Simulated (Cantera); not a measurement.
# Equilibrium for halide evaporation, hydrolysis and transport: BaCl₂ + HCl + N₂

A closed system holds: 1 mol BaCl₂, 0.4 mol HCl, 0.3 mol N₂, at 1877 °C and 47.3 Torr.

These are equilibrium values from Cantera (NASA tables, ideal gas, pure condensed phases), not measurements of a reactor. Candidate condensed phases: Ba, BaCl₂, NH₄Cl; 15 gas species. Equilibrium is a limit: real reactors are often held back by kinetics, nucleation or transport.

```json
{
 "x(BaCl₂)": "0.580",
 "x(HCl)": "0.208",
 "x(N₂)": "0.174",
 "x(Cl)": "0.0242",
 "x(H₂)": "0.0112",
 "x(H)": "0.00178",
 "x(BaCl)": "0.000169",
 "x(Cl₂)": "2.33e-5",
 "gas_amount": "1.723 mol",
 "log10 activity of Ba(l) (absent)": "-8.86"
}
```
